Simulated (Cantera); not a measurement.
Charge: 1 mol CH3SiH3, 35 mol H2, held at 1373 K and 2.25 Torr.

Equilibrium computed with Cantera from the NASA thermochemical tables; the gas is ideal and each condensed phase is pure. Candidate condensed phases: C, C6H6, C7H8, C8H18, Si, SiC; 87 gas species. The feed counts by its element totals alone. The numbers say what is thermodynamically allowed, not how fast it happens.

Base state: H2 1.000, H 6.08e-5 (mole fractions); condensed: SiC(s).

**Question.** What changes in the equilibrium state with this change: 1.8 mol Cl2 added?

**Answer.** 
| species | before | after |
|---|---|---|
| H2 | 1.000 | 0.910 |
| HCl | 0 | 0.0902 |
| SiCl2 | 0 | 0.000109 |
| CH4 | 1.64e-7 | 1.25e-5 |
| H | 6.08e-5 | 5.80e-5 |
| SiC(s), mol | 1.000 | 0.995 |
| C(graphite), mol | 0 | 0.00389 |
